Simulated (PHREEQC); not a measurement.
PHREEQC input (Pitzer model, pitzer.dat):

```
SOLUTION 1
  temp 25
  units mol/kgw
  pH 7 charge
  Cl 0.24
  K 0.24
  S(6) 0.002
  Ca 0.002
  Br 0.508
  Mg 0.24
  Na 0.028
END
USE solution 1
INCREMENTAL_REACTIONS false
REACTION 1
  H2O -1
  0 9.886 18.011 24.689 30.178 34.689 38.397 41.444
  43.949 46.007 47.699 moles
EQUILIBRIUM_PHASES 1
  Arcanite 0 0
  Bischofite 0 0
  Bloedite 0 0
  Brucite 0 0
  Carnallite 0 0
  Epsomite 0 0
  Glaserite 0 0
  Glauberite 0 0
  Gypsum 0 0
  Anhydrite 0 0
  Halite 0 0
  Hexahydrite 0 0
  Kainite 0 0
  Kieserite 0 0
  Leonite 0 0
  Mirabilite 0 0
  Misenite 0 0
  Polyhalite 0 0
  Portlandite 0 0
  Schoenite 0 0
  Sylvite 0 0
  Syngenite 0 0
  Thenardite 0 0
  MgCl2_4H2O 0 0
SELECTED_OUTPUT 1
  -reset false
  -pH true
  -pe true
  -ionic_strength true
  -water true
  -activities H2O
  -totals Br Ca Cl K Mg Na S
  -molalities H+ Na+ K+ Mg+2 Ca+2 Cl- SO4-2 Br- OH- HSO4-
    MgOH+
  -equilibrium_phases Arcanite Bischofite Bloedite Brucite Carnallite Epsomite Glaserite Glauberite Gypsum Anhydrite
    Halite Hexahydrite Kainite Kieserite Leonite Mirabilite Misenite Polyhalite Portlandite Schoenite
    Sylvite Syngenite Thenardite MgCl2_4H2O
PRINT
  -reset false
END
```

Selected output (columns that matter, 11 of 11 rows; water left (kg) added in front):

```
water left (kg)	pH	mu	Br	Ca	Cl	K	Mg	Na	S	m_H+	m_Na+	m_K+	m_Mg+2	la_H2O
1	6.3902	0.996	0.508	0.002	0.24	0.24	0.24	0.028	0.002	4.5017e-07	0.028	0.24	0.24	-0.009113
0.821894	6.3278	1.2118	0.61808	0.0024334	0.29201	0.29201	0.29201	0.034068	0.0024334	4.9077e-07	0.034068	0.29201	0.29201	-0.011272
0.675514	6.2558	1.4744	0.75202	0.0029607	0.35529	0.35529	0.35529	0.04145	0.0029607	5.3781e-07	0.04145	0.35529	0.35528	-0.01401
0.555203	6.1719	1.7939	0.91498	0.0036023	0.43227	0.43227	0.43227	0.050432	0.0036023	5.9317e-07	0.050432	0.43227	0.43227	-0.017516
0.456313	6.0729	2.1827	1.1133	0.004383	0.52595	0.52595	0.52595	0.061361	0.004383	6.5962e-07	0.061361	0.52595	0.52595	-0.022058
0.375043	5.9551	2.6557	1.3545	0.0053327	0.63993	0.63993	0.63993	0.074658	0.0053327	7.4108e-07	0.074658	0.63993	0.63993	-0.028015
0.30824	5.8139	3.2313	1.6481	0.0064885	0.77861	0.77861	0.77861	0.090838	0.0064885	8.4334e-07	0.090838	0.77861	0.77861	-0.035938
0.253345	5.6436	3.9314	2.0052	0.0078944	0.94733	0.94733	0.94733	0.11052	0.0078944	9.7484e-07	0.11052	0.94733	0.94732	-0.046617
0.208215	5.4375	4.7835	2.4398	0.0096055	1.1527	1.1527	1.1527	0.13448	0.0096055	1.1482e-06	0.13448	1.1527	1.1527	-0.061212
0.171138	5.1878	5.8199	2.9684	0.011686	1.4024	1.4024	1.4024	0.16361	0.011686	1.3819e-06	0.16361	1.4024	1.4024	-0.081386
0.140655	4.8852	7.0812	3.6117	0.014219	1.7063	1.7063	1.7063	0.19907	0.014219	1.7041e-06	0.19907	1.7063	1.7063	-0.10959
```

Complexes and solids missing from the database can't appear.
